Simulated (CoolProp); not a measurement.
Vapour-liquid equilibrium of R142b (1) + R113 (2) at 170 kPa; x and y are mole fractions of (1).

The numbers come from the multi-fluid Helmholtz-energy mixture model, Lemmon 2006 and Marx 1992; pair parameters Bell 2016 in CoolProp.

**Question.** Give the bubble temperature and the first vapour's composition at x = 0.45, 0.75, 0.85. Is there an azeotrope?

**Answer.** x = 0.45: 294.2 K, y = 0.858; x = 0.75: 283.9 K, y = 0.950; x = 0.85: 281.2 K, y = 0.971. No azeotrope shows between x = 0.05 and 0.95.

The pair parameters rest on a limited set of measurements; away from them the model extrapolates.
